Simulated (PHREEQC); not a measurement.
0.3 g of hydrous ferric oxide (600 m²/g; 0.2 weak and 0.005 strong sites per Fe, Dzombak-Morel constants, diffuse double layer) in 1 kg of water with 0.05 mol/kgw of an inert sodium salt, at 25 °C; the pH is set by adding NaOH or the inert anion's acid. O2 is buffered at 0.21 atm. The system is closed to CO2. No solid was allowed to form.

Equilibrium calculation in PHREEQC: ion-association model, wateq4f.dat.

Predict surface charge σ (C/m²), surface potential ψ (mV) at pH = 3.38, 6, 7.12, 9.


```json
[
 {"pH": "3.38", "surface charge σ (C/m²)": "0.342", "surface potential ψ (mV)": "167"},
 {"pH": "6", "surface charge σ (C/m²)": "0.089", "surface potential ψ (mV)": "99"},
 {"pH": "7.12", "surface charge σ (C/m²)": "0.030", "surface potential ψ (mV)": "50"},
 {"pH": "9", "surface charge σ (C/m²)": "-0.026", "surface potential ψ (mV)": "-45"}
]
```

Species that the database lacks are ignored. The oxide is taken as insoluble; below pH 4 it would dissolve.
